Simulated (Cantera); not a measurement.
Standard-state values (1 bar) from the NASA 1993 polynomials, evaluated with Cantera. Values are per mole of reaction as written; species without (g) are pure solids or liquids, kept so even where they would boil at 1 bar.

Problem. Between 425 and 925 K, where is each reaction favourable under standard conditions?
- ZrO2(g) = O2(g) + Zr

Solution. 
- ZrO2(g) = O2(g) + Zr: ΔG° is 299 kJ at 425 K and 311 kJ at 925 K; it stays positive (K < 1). ΔH° is 290 kJ and ΔS° -22 J/K at 925 K.
